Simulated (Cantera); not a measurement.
A closed system holds: 1 mol AlN, a varied amount of Cl2, equilibrated at 773.15 K and 0.0188 Torr.

Equilibrium computed with Cantera from the NASA thermochemical tables; the gas is ideal and each condensed phase is pure. Candidate condensed phases: Al, AlCl3, AlN; 11 gas species. Rates play no part.

log p: log10 of the partial pressure in bar; nothing condenses.

```
n(Cl2) (mol)  log p Cl2  log p AlCl3  log p N2  log p Cl
------------  ---------  -----------  --------  --------
2.9               -4.92        -5.06     -5.37     -7.77
4.4                 ___          ___       ___     -7.70
6.7               -4.71          ___       ___     -7.67
10                -4.67        -5.60     -5.90     -7.65
16                -4.65        -5.81     -6.11     -7.63
24                -4.63        -5.98     -6.28     -7.62
37                -4.62        -6.17     -6.47     -7.62
```

Question: Some entries are withheld; supply them.

Answer: 
- 6.7, log p AlCl3: -5.43
- 6.7, log p N2: -5.73
- 4.4, log p Cl2: -4.78
- 4.4, log p AlCl3: -5.25
- 4.4, log p N2: -5.55
